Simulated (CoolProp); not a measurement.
A single-stage vapour-compression cycle with the fluid: evaporating at 246.15 K (dew point), condensing at 273.15 K (bubble point), superheat 5 K, subcooling 0 K, compressor efficiency 0.65, no pressure losses. The same conditions are run with several fluids, on thermodynamics alone (safety and materials aside).

Values from CoolProp's reference Helmholtz-energy equation of state of each fluid (CH3F (R41): Lemmon 2006; n-perfluorobutane: Gao 2022; isobutene: Lemmon 2005; R143a: Lemmon and Jacobsen 2000; chloromethane (R40): Thol 2014; nitrous oxide: Lemmon 2006).

```json
[
 {"fluid": "CH3F (R41)", "cooling COP": "…", "pressure ratio": "2.25", "discharge temperature (K)": "319.7", "refrigerating effect (kJ/kg)": "344", "volumetric capacity (kJ/m³)": "5990"},
 {"fluid": "n-perfluorobutane", "cooling COP": "4.97", "pressure ratio": "3.36", "discharge temperature (K)": "273.2", "refrigerating effect (kJ/kg)": "80.1", "volumetric capacity (kJ/m³)": "304"},
 {"fluid": "isobutene", "cooling COP": "5.41", "pressure ratio": "3.07", "discharge temperature (K)": "297.3", "refrigerating effect (kJ/kg)": "358", "volumetric capacity (kJ/m³)": "…"},
 {"fluid": "R143a", "cooling COP": "5.18", "pressure ratio": "2.56", "discharge temperature (K)": "…", "refrigerating effect (kJ/kg)": "177", "volumetric capacity (kJ/m³)": "1880"},
 {"fluid": "chloromethane (R40)", "cooling COP": "5.29", "pressure ratio": "2.92", "discharge temperature (K)": "343.7", "refrigerating effect (kJ/kg)": "393", "volumetric capacity (kJ/m³)": "867"},
 {"fluid": "nitrous oxide", "cooling COP": "4.70", "pressure ratio": "2.15", "discharge temperature (K)": "317.5", "refrigerating effect (kJ/kg)": "240", "volumetric capacity (kJ/m³)": "8680"}
]
```

What belongs in the gaps?


- CH3F (R41), cooling COP: 4.88
- isobutene, volumetric capacity (kJ/m³): 423
- R143a, discharge temperature (K): 295.4

The compression ends wet for: n-perfluorobutane.
